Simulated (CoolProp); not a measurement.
Vapour-liquid equilibrium of toluene (1) + o-xylene (2) at 190 kPa; x and y are mole fractions of (1).

Computed with CoolProp (multi-fluid Helmholtz-energy mixture model, Lemmon 2006 and Zhou 2012; pair parameters Bell 2016).

```csv
x,"bubble temperature, mixture model (°C)","bubble temperature, Raoult's law (°C)","y, mixture model","y, Raoult's law"
0.05,167.4,167.2,0.098,0.105
0.2,160.6,160.2,0.348,0.363
0.35,154.3,154.0,0.543,0.555
0.5,148.7,148.6,0.692,0.702
0.65,143.8,143.8,0.809,0.816
0.8,139.4,139.5,0.901,0.907
0.95,135.5,135.5,0.977,0.979
```

The largest gap from Raoult's law is +0.4 K in bubble temperature, at x = 0.2. No azeotrope shows between x = 0.05 and 0.95.

The pair parameters rest on a limited set of measurements; away from them the model extrapolates.
